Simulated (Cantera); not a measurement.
A perfectly stirred reactor is fed with 18.2 % NO, 81.8 % N2, at 760 Torr; it is held at 1848 K, and followed from long to short residence time.

Detailed kinetics in Cantera: GRI-Mech 3.0 (53 species, 325 reactions).

Problem. Predict: x(NO) at τ = 0.680 s; x(NO2) at τ = 0.680 s; x(N2O) at τ = 0.680 s; x(O2) at τ = 0.680 s; x(O) at τ = 0.680 s; x(NO) at τ = 48.0 ms; x(NO2) at τ = 48.0 ms; x(N2O) at τ = 48.0 ms; x(O2) at τ = 48.0 ms; x(O) at τ = 48.0 ms.

Solution. 
| Property | Value |
|---|---|
| x(NO) at τ = 0.680 s | 0.166 |
| x(NO2) at τ = 0.680 s | 8.25e-5 |
| x(N2O) at τ = 0.680 s | 1.19e-5 |
| x(O2) at τ = 0.680 s | 0.00804 |
| x(O) at τ = 0.680 s | 1.94e-5 |
| x(NO) at τ = 48.0 ms | 0.181 |
| x(NO2) at τ = 48.0 ms | 4.70e-5 |
| x(N2O) at τ = 48.0 ms | 1.40e-5 |
| x(O2) at τ = 48.0 ms | 0.000582 |
| x(O) at τ = 48.0 ms | 1.04e-5 |
